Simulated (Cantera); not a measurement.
trisilylamine + N2 (silicon nitride deposition)

Charge: 1 mol trisilylamine, a varied amount of N2, held at 1.80 mbar.

Method: chemical equilibrium by Gibbs-energy minimisation in Cantera with the NASA 1993 tables (ideal gas, pure condensed phases). Candidate condensed phases: Si, Si3N4; 18 gas species. The feed counts by its element totals alone. Kinetics and transport are ignored.

### Question
Map the stable condensed phases over T = 1248, 1323, 1398, 1473, 1548, 1623, 1698, 1773, 1848, 1923, 1998, 2073, 2148 K and n(N2) in mol = 8.6, 12, 16, 21, 28, 38, 52.

### Answer
```
T in K \ n(N2) in mol
         8.6  12  16  21  28  38  52
   2148    A   A   B   B   B   B   B
   2073    A   A   A   A   A   A   B
   1998    A   A   A   A   A   A   A
   1923    A   A   A   A   A   A   A
   1848    A   A   A   A   A   A   A
   1773    A   A   A   A   A   A   A
   1698    A   A   A   A   C   C   C
   1623    C   C   C   C   C   C   C
   1548    C   C   C   C   C   C   C
   1473    C   C   C   C   C   C   C
   1398    C   C   C   C   C   C   C
   1323    C   C   C   C   C   C   C
   1248    C   C   C   C   C   C   C
```
A: Si; B: gas only; C: Si3N4.
